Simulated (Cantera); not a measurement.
A Cantera script and what it prints.

```python
import numpy as np
import cantera as ct

gas_names = """
    H HO2 H2 H2O H2O2 H2S H2SO4 O OH O2 O3 S SH SO SO2 SO3 S2 S2O S8
""".split()
cond_names = """
    H2O(s) H2O(L) H2SO4(L) S(cr1) S(cr2) S(L)
""".split()


# ... load() reads the species with a 1 bar reference pressure and builds the phases ...
atoms = {
    'SO2': {'S': 1, 'O': 2},
    'H2': {'H': 2},
}
top_T = {}  # K; cautious upper limits of use, not melting points


# ... equilibrate(T, P, feed) seeds the gas with the atoms and calls Mixture.equilibrate('TP', solver="vcs", rtol=1e-11, max_steps=5000) ...
results = []
feed = {'SO2': 1, 'H2': 0.63}  # mol
P = 34000  # Pa
for T in [950, 1100, 1250, 1400, 1550, 1700, 1850, 2000, 2150, 2300]:
    mix = equilibrate(T, P, feed)
    results.append((T, P, feed, dict(zip(mix.species_names, mix.species_moles))))

top = {s: max(r[3][s] / sum(r[3][g] for g in gas_names) for r in results) for s in gas_names}
cols = sorted((s for s in top if top[s] > 1e-06), key=lambda s: -top[s])[:5]
seen = [c for c in cond_names if any(r[3].get(c, 0) > 1e-12 for r in results)]
print("log10 of partial pressures in bar; condensed amounts in mol")
print(f"{'T/K':>10s}" + "".join(f"{s[:9]:>10s}" for s in cols + seen))
for T, P, feed, n in results:
    ng = sum(n[g] for g in gas_names)
    print(f"{T:10.4g}" + "".join(f"{np.log10(max(n[s] / ng * P / 1e5, 1e-99)):10.3f}" for s in cols)
          + "".join(f"{n.get(c, 0):10.4g}" for c in seen))
```

Result:

```
log10 of partial pressures in bar; condensed amounts in mol
       T/K       SO2       H2O        SO        H2        S2
       950    -0.785    -0.867    -5.298    -3.571    -1.562
      1100    -0.789    -0.861    -4.381    -3.052    -1.532
      1250    -0.791    -0.860    -3.686    -2.660    -1.519
      1400    -0.791    -0.865    -3.142    -2.356    -1.517
      1550    -0.791    -0.875    -2.707    -2.117    -1.527
      1700    -0.792    -0.889    -2.352    -1.929    -1.548
      1850    -0.795    -0.909    -2.061    -1.780    -1.586
      2000    -0.801    -0.932    -1.823    -1.665    -1.643
      2150    -0.812    -0.958    -1.628    -1.577    -1.727
      2300    -0.827    -0.986    -1.474    -1.515    -1.846
```

Method: chemical equilibrium by Gibbs-energy minimisation in Cantera with the NASA 1993 tables (ideal gas, pure condensed phases). Gases not in the tables: S3 to S7.
